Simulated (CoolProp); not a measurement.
Vapour pressure (kPa) of hydrogen chloride: the reference equation beside estimates from Tc = 324.7 K, pc = 8314 kPa, ω = 0.130. Clausius-Clapeyron is anchored at 261 K with a constant enthalpy of vaporisation of 12.33 kJ/mol.

Model: reference Helmholtz-energy equation of state, Thol 2018, in CoolProp.

| T (K) | reference | Lee-Kesler | Clausius-Clapeyron | Redlich-Kwong | Soave-Redlich-Kwong |
|---|---|---|---|---|---|
| 251.1 | 1388 | 1402 | 1486 | 1599 | 1408 |
| 254.4 | ___ | 1551 | 1605 | 1760 | 1558 |
| 257.7 | 1691 | 1710 | 1729 | 1932 | 1720 |
| 261 | 1859 | 1881 | 1859 | 2116 | 1894 |
| 264.3 | 2040 | 2064 | 1996 | ___ | 2081 |
| 267.5 | 2228 | ___ | 2135 | 2511 | 2274 |
| 270.8 | 2434 | 2463 | 2284 | 2730 | 2486 |
| 274.1 | 2654 | 2685 | 2440 | 2962 | ___ |
| 277.4 | ___ | 2921 | 2602 | 3206 | 2954 |

Fill in the missing entries.


- 254.4, reference: 1534
- 264.3, Redlich-Kwong: 2311
- 267.5, Lee-Kesler: 2254
- 274.1, Soave-Redlich-Kwong: 2713
- 277.4, reference: 2889

Absolute difference from the reference over all 9 rows, mean and median: Lee-Kesler 1.1 and 1.2 %, Clausius-Clapeyron 4.9 and 4.6 %, Redlich-Kwong 13.2 and 13.3 %, Soave-Redlich-Kwong 1.9 and 2.0 %.
